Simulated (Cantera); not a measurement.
A perfectly stirred reactor is fed with 6.14 % CH4, 0.282 % C2H6, 1.04 % C3H8, 19.5 % O2, 73.1 % N2, equivalence ratio 0.95, at 1.00 bar; it is adiabatic with a 325 K inlet, and is followed from long to short residence time, starting on the burning branch (τ in s: 0.023, 0.012, 0.0068, 0.0037, 0.0021, 0.0011, 0.00062, 0.00034, 0.00019, 0.0001, 5.6e-05, 3.1e-05).

Detailed kinetics in Cantera: GRI-Mech 3.0 (53 species, 325 reactions). GRI-Mech 3.0 was tuned for natural gas; its chemistry of propane as a main component is partial and can be far from experiment.

x: mole fraction; the columns are a selection and need not sum to one.

| τ (s) | T (K) | x CH4 | x C2H6 | x C3H8 | x H | x O | x CH2CO |
|---|---|---|---|---|---|---|---|
| 0.023 | 2170 | 7.62e-6 | 5.54e-8 | 2.10e-7 | 0.000790 | 0.000739 | 2.84e-7 |
| 0.012 | 2145 | 1.21e-5 | 1.01e-7 | 3.65e-7 | 0.00115 | 0.000987 | 4.88e-7 |
| 0.0068 | 2117 | 1.81e-5 | 1.67e-7 | 5.81e-7 | 0.00161 | 0.00128 | 7.68e-7 |
| 0.0037 | 2081 | ___ | ___ | ___ | ___ | ___ | ___ |
| 0.0021 | 2044 | 4.28e-5 | 4.61e-7 | 1.47e-6 | 0.00315 | 0.00216 | 1.86e-6 |
| 0.0011 | 1996 | 7.13e-5 | 8.04e-7 | 2.48e-6 | 0.00438 | 0.00277 | 2.97e-6 |
| 0.00062 | 1951 | 0.000116 | 1.34e-6 | 4.01e-6 | 0.00564 | 0.00333 | 4.52e-6 |
| 0.00034 | 1900 | 0.000203 | 2.35e-6 | 6.90e-6 | 0.00697 | 0.00383 | 7.22e-6 |
| 0.00019 | 1846 | ___ | ___ | ___ | 0.00795 | 0.00408 | ___ |
| 0.00010 | 1770 | 0.000887 | 1.02e-5 | 2.90e-5 | 0.00778 | 0.00361 | 2.66e-5 |
| 5.6e-5 | 325 | 0.0614 | 0.00282 | 0.0104 | <1e-12 | <1e-12 | <1e-12 |
| 3.1e-5 | 325 | 0.0614 | 0.00282 | 0.0104 | <1e-12 | <1e-12 | <1e-12 |

Q: What belongs in the gaps?

A: 
- 0.0037, x CH4: 2.80e-5
- 0.0037, x C2H6: 2.83e-7
- 0.0037, x C3H8: 9.42e-7
- 0.0037, x H: 0.00230
- 0.0037, x O: 0.00170
- 0.0037, x CH2CO: 1.22e-6
- 0.00019, x CH4: 0.000374
- 0.00019, x C2H6: 4.33e-6
- 0.00019, x C3H8: 1.25e-5
- 0.00019, x CH2CO: 1.22e-5
